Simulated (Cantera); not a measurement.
Feed: 1 mol Fe₂O₃, 2.6 mol Cl₂, 22 mol N₂, equilibrated at 873 K and 75.0 Torr.

These are equilibrium values from Cantera (NASA tables, ideal gas, pure condensed phases), not measurements of a reactor. Candidate condensed phases: Fe, FeCl₂, FeCl₃, FeO, Fe₂O₃, Fe₃O₄; 19 gas species. Condensed phases not in the tables: FeOCl. Rates play no part.

Base state: N₂ 0.894, Cl₂ 0.103, FeCl₃ 0.00203, O₂ 0.00155, Cl 4.49e-5, FeCl₂ 1.03e-5 (mole fractions); condensed: Fe₂O₃(s).

### Question
What changes in the equilibrium state with this change: temperature from 873 K to 675 K?

### Answer
| species | before | after |
|---|---|---|
| N₂ | 0.894 | 0.894 |
| Cl₂ | 0.103 | 0.106 |
| FeCl₃ | 0.00203 | 6.11e-5 |
| O₂ | 0.00155 | 4.93e-5 |
| FeCl₂ | 1.03e-5 | 3.46e-9 |
| Cl | 4.49e-5 | 3.10e-7 |
| Fe₂O₃(s), mol | 0.975 | 0.999 |
